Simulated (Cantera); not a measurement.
A closed system holds: 1 mol Al(CH3)3, 11 mol N2, 2.2 mol H2, at 17.3 Torr.

These are equilibrium values from Cantera (NASA tables, ideal gas, pure condensed phases), not measurements of a reactor. Candidate condensed phases: Al, AlN, C, C6H6, C7H8, C8H18; 97 gas species. The feed counts by its element totals alone. The numbers say what is thermodynamically allowed, not how fast it happens. All values below are at 2098 K.

Base state: N2 0.583, H2 0.348, Al 0.0452, H 0.0120, HCN 0.00959, AlH 0.000923, HNC 0.000646, C2H2 (acetylene) 0.000497 (mole fractions); condensed: AlN(s) + C(graphite).

Question: What changes in the equilibrium state with this change: pressure from 17.3 Torr to 570 Torr?

Answer: 
| species | before | after |
|---|---|---|
| N2 | 0.583 | 0.604 |
| H2 | 0.348 | 0.382 |
| HCN | 0.00959 | 0.0102 |
| Al | 0.0452 | 0.000234 |
| H | 0.0120 | 0.00218 |
| CH4 | 9.25e-7 | 3.67e-5 |
| AlH | 0.000923 | 2.87e-5 |
| C2H2 (acetylene) | 0.000497 | 0.000545 |
| AlN(s), mol | 0.141 | 0.995 |
| C(graphite), mol | 2.79 | 2.79 |
